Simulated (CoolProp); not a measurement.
Ammonia along the isobar 2.88 MPa: fugacity coefficient from the reference equation and from simpler models built on Tc = 405.6 K, pc = 11.36 MPa, ω = 0.256; each cubic takes its own stable root.

Computed with CoolProp (reference Helmholtz-energy equation of state, Gao 2020).

```csv
T (K),phase,reference
341.6,gas,0.8253
355,gas,0.8493
368.4,gas,0.8688
381.7,gas,0.8849
395.1,gas,0.8985
408.5,gas,0.9101
421.8,gas,0.9199
435.2,gas,0.9285
448.5,gas,0.9359
461.9,gas,0.9424
475.3,gas,0.9482
488.6,gas,0.9532
502,gas,0.9577
515.4,gas,0.9617
528.7,gas,0.9652
542.1,gas,0.9684
```

How far does each simpler model (van der Waals, Soave-Redlich-Kwong, Peng-Robinson) lie from the reference over these 16 states: mean and median of the absolute difference, and the worst?


- van der Waals: mean 1.8 %, median 0.8 %, worst +7.5 % at 341.6 K and 2.88 MPa
- Soave-Redlich-Kwong: mean 0.9 %, median 0.5 %, worst +3.3 % at 341.6 K and 2.88 MPa
- Peng-Robinson: mean 0.5 %, median 0.4 %, worst +2.1 % at 341.6 K and 2.88 MPa
